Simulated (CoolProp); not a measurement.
Properties of C3F8 (R218) along the isobar 4270 kPa.

Values from CoolProp's reference Helmholtz-energy equation of state, Lemmon 2006. It is a short technical equation, of lower accuracy than the large ones.

```
T (K)          phase  cp (kJ/(kg K))  viscosity (µPa s)  conductivity (mW/(m K))
-----  -------------  --------------  -----------------  -----------------------
277.2         liquid           1.054                258                     53.6
292           liquid           1.095                210                     49.9
306.8         liquid           1.144                171                     46.3
321.6         liquid               …                  …                     42.9
336.4         liquid           1.306                107                     39.7
351.2  supercritical           1.509               78.5                     36.8
366    supercritical           1.972               48.9                        …
380.8  supercritical               …                  …                        …
395.6  supercritical           1.321               27.0                     29.3
410.4  supercritical           1.203               25.2                        …
425.2  supercritical           1.148               24.4                     28.8
440    supercritical           1.121               24.1                     29.4
```

Q: What belongs in the gaps?

A: 
- 321.6, cp (kJ/(kg K)): 1.208
- 321.6, viscosity (µPa s): 137
- 366, conductivity (mW/(m K)): 35.0
- 380.8, cp (kJ/(kg K)): 1.628
- 380.8, viscosity (µPa s): 31.8
- 380.8, conductivity (mW/(m K)): 31.5
- 410.4, conductivity (mW/(m K)): 28.6

The peak of cp marks the crossing from liquid-like to gas-like fluid above the critical point.

Viscosity comes from a separate model (Huber 2003), an estimate that may be off by 10 % or more. Thermal conductivity comes from a separate model (Huber 2003), an estimate that may be off by 10 % or more.
